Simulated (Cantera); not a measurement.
An isothermal plug-flow reactor at 1000 K and 4.93 atm (inlet), inlet velocity 1.5 m/s, active area per volume 280 1/m; feed CO : O2 : N2 = 0.013 : 0.16 : 0.79 (molar parts), equivalence ratio 0.041.

Model: Deutschmann's 1995 Pt surface mechanism with GRI-Mech 3.0 gas chemistry, integrated in Cantera. Catalytic surfaces can have several steady states; this one follows from the mechanism file's or the stated starting coverage. Mass transfer to the wall is taken as infinitely fast.

One state of this run: x CO = 2.20e-5; x O2 = 0.160; x H2O = <1e-12; x CO2 = 0.0136; θ free Pt = 0.108; θ O* = 0.892; θ CO* = 6.64e-6. x: gas mole fraction; θ: surface coverage.

**Question.** Which value of z (m) does it belong to?
(A) 0.026
(B) 0.0071
(C) 0.00051
(D) 0.00098

**Answer.** B, 0.0071
